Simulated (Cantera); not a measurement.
**Catalytic combustion on Pt**

An isothermal plug-flow reactor at 1250 K and 100000 Pa (inlet), inlet velocity 0.47 m/s, active area per volume 140 1/m; feed CH4 : O2 : N2 : H2O = 0.0042 : 0.037 : 0.79 : 0.07 (molar parts), equivalence ratio 0.23.

Model: Deutschmann's 1995 Pt surface mechanism with GRI-Mech 3.0 gas chemistry, integrated in Cantera. Catalytic surfaces can have several steady states; this one follows from the mechanism file's or the stated starting coverage. Mass transfer to the wall is taken as infinitely fast.

```
z (m)       x CH4    x O2   x H2O     x CO2     x CO  θ free Pt   θ O*    θ OH*
-------  --------  ------  ------  --------  -------  ---------  -----  -------
0.00014   0.00448  0.0408  0.0780  0.000142  8.80e-6      0.541  0.455  0.00308
0.0003    0.00429  0.0404  0.0783  0.000308  8.79e-6      0.542  0.455  0.00308
0.00065   0.00387  0.0397  0.0791  0.000651  8.30e-6      0.543  0.454  0.00310
0.0014    0.00309  0.0384  0.0804   0.00130  7.61e-6      0.545  0.452  0.00312
0.003     0.00182  0.0361  0.0828   0.00236  7.80e-6      0.548  0.449  0.00316
0.0065   0.000476  0.0333  0.0856   0.00375  5.21e-6      0.552  0.445  0.00321
0.014     2.32e-5  0.0320  0.0868   0.00446  7.31e-7      0.554  0.443  0.00323
```
x: gas mole fraction; θ: surface coverage.
